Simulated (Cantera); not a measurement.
An isothermal, constant-pressure homogeneous reactor starts with 0.946 % CO, 1.46 % O2, 0.0400 % H2O, 97.6 % N2, equivalence ratio 0.32, at 1450 K and 0.860 bar.

Computed with Cantera and GRI-Mech 3.0 (53 species, 325 reactions).

Q: Predict: x(CO) at 200 s; x(O2) at 200 s; x(H2O) at 200 s; x(OH) at 200 s; x(NO) at 200 s.

A: 
| Property | Value |
|---|---|
| x(CO) at 200 s | 2.33e-7 (gas-phase equilibrium 2.34e-7) |
| x(O2) at 200 s | 0.00994 (gas-phase equilibrium 0.00983) |
| x(H2O) at 200 s | 0.000401 (gas-phase equilibrium 0.000401) |
| x(OH) at 200 s | 1.53e-6 (gas-phase equilibrium 1.53e-6) |
| x(NO) at 200 s | 6.51e-6 (gas-phase equilibrium 0.000230) |
